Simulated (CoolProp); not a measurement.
The fluid at 293.15 K and 0.641 MPa flows at 1.2 m/s in a round tube of 10 mm bore and 45 µm roughness, fully developed (64/Re and Nu = 3.66 if laminar; Colebrook and Gnielinski if turbulent). The same conditions are run with several fluids, on thermodynamics alone (safety and materials aside).

Model: reference Helmholtz-energy equation of state of each fluid (normal hydrogen: Leachman 2009; methane: Setzmann 1991; ethane: Bücker 2006; carbon dioxide: Span 1996; CF4 (R14): Platzer 1990), in CoolProp. The equations of Platzer and Polt are older, rougher fits.

```csv
fluid,Reynolds number,Darcy friction factor,pressure drop (Pa/m),heat-transfer coefficient (W/(m² K)),mass flow (kg/h)
normal hydrogen,720,0.0889,3.38,67.4,0.179
methane,4610,0.0429,13.2,58.3,1.45
ethane,10700,0.0366,22.0,85.0,2.83
carbon dioxide,9770,0.0372,32.1,61.0,4.07
CF4 (R14),16500,0.0345,59.0,93.7,8.06
```

Transport values come from each fluid's own correlations; those of CF4 (R14) are estimates that may be off by 10 % or more.
